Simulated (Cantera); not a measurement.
## Adiabatic ignition

An adiabatic, constant-pressure homogeneous reactor starts with C3H8 : O2 : N2 : H2O = 1 : 2.17 : 8.17 : 0.66 (molar parts), equivalence ratio 2.3, at 1175 K and 0.987 atm.

Model: GRI-Mech 3.0 (53 species, 325 reactions), integrated in Cantera. GRI-Mech 3.0 was tuned for natural gas; its chemistry of propane as a main component is partial and can be far from experiment.

```json
[
 {"t (s)": "7.00e-6", "T (K)": "1175", "x C3H8": "0.0833", "x O2": "0.181", "x HCN": "<1e-12", "x C2H": "<1e-12", "x NO": "<1e-12", "x CH2CO": "<1e-12", "x H2": "1.69e-7"},
 {"t (s)": "2.82e-5", "T (K)": "1175", "x C3H8": "0.0833", "x O2": "0.181", "x HCN": "<1e-12", "x C2H": "<1e-12", "x NO": "<1e-12", "x CH2CO": "2.05e-11", "x H2": "1.07e-6"},
 {"t (s)": "0.000114", "T (K)": "1175", "x C3H8": "0.0833", "x O2": "0.181", "x HCN": "<1e-12", "x C2H": "<1e-12", "x NO": "<1e-12", "x CH2CO": "2.83e-9", "x H2": "9.12e-6"},
 {"t (s)": "0.000460", "T (K)": "1175", "x C3H8": "0.0828", "x O2": "0.181", "x HCN": "<1e-12", "x C2H": "<1e-12", "x NO": "<1e-12", "x CH2CO": "2.39e-7", "x H2": "7.60e-5"},
 {"t (s)": "0.00185", "T (K)": "1174", "x C3H8": "0.0809", "x O2": "0.180", "x HCN": "<1e-12", "x C2H": "<1e-12", "x NO": "<1e-12", "x CH2CO": "5.78e-6", "x H2": "0.000378"},
 {"t (s)": "0.00748", "T (K)": "1178", "x C3H8": "0.0703", "x O2": "0.174", "x HCN": "<1e-12", "x C2H": "<1e-12", "x NO": "<1e-12", "x CH2CO": "0.000158", "x H2": "0.00256"},
 {"t (s)": "0.0302", "T (K)": "2116", "x C3H8": "<1e-12", "x O2": "1.34e-7", "x HCN": "3.16e-5", "x C2H": "4.98e-9", "x NO": "8.44e-5", "x CH2CO": "5.65e-8", "x H2": "0.187"},
 {"t (s)": "0.122", "T (K)": "2116", "x C3H8": "<1e-12", "x O2": "1.45e-7", "x HCN": "1.08e-6", "x C2H": "<1e-12", "x NO": "3.59e-5", "x CH2CO": "<1e-12", "x H2": "0.187"},
 {"t (s)": "0.491", "T (K)": "2116", "x C3H8": "<1e-12", "x O2": "1.45e-7", "x HCN": "3.09e-7", "x C2H": "<1e-12", "x NO": "1.07e-5", "x CH2CO": "<1e-12", "x H2": "0.187"},
 {"t (s)": "1.98", "T (K)": "2116", "x C3H8": "<1e-12", "x O2": "1.45e-7", "x HCN": "2.00e-7", "x C2H": "<1e-12", "x NO": "7.03e-6", "x CH2CO": "<1e-12", "x H2": "0.187"},
 {"t (s)": "8.00", "T (K)": "2116", "x C3H8": "<1e-12", "x O2": "1.45e-7", "x HCN": "2.00e-7", "x C2H": "<1e-12", "x NO": "7.00e-6", "x CH2CO": "<1e-12", "x H2": "0.187"}
]
```
x: mole fraction; the columns are a selection and need not sum to one.

```yaml
time_of_steepest_temperature_rise: 12.1 ms
temperature at 8.00 s: 2116 K
equilibrium_temperature: 2116 K
x(C3H8) at 8.00 s: <1e-12 (gas-phase equilibrium <1e-12)
x(O2) at 8.00 s: 1.45e-7 (gas-phase equilibrium 1.45e-7)
x(HCN) at 8.00 s: 2.00e-7 (gas-phase equilibrium 2.00e-7)
```
